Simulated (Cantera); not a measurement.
A closed system holds: 1 mol Ti(OiPr)4, 0.1 mol H2O, 170 mol H2, 0.89 mol O2, at 1925 K and 2.63 Torr.

Method: chemical equilibrium by Gibbs-energy minimisation in Cantera with the NASA 1993 tables (ideal gas, pure condensed phases). Candidate condensed phases: C, C6H6, C7H8, C8H18, H2O, Ti, TiC, TiO, TiO2, Ti2O3, Ti3O5, Ti4O7; 113 gas species. The feed counts by its element totals alone. TiC: taken at fixed stoichiometry. Kinetics and transport are ignored.

Base state: H2 0.953, CO 0.0307, H 0.0158, C2H2 (acetylene) 0.000436 (mole fractions); condensed: C(graphite) + TiC(s).

### Question
What changes in the equilibrium state with this change: O2 from 0.89 to 0.087 mol?

### Answer
```tsv
species	before	after
H2	0.953	0.961
CO	0.0307	0.0225
H	0.0158	0.0158
C2H2 (acetylene)	0.000436	0.000440
C(graphite), mol	4.95	6.56
TiC(s), mol	1.000	1.000
```
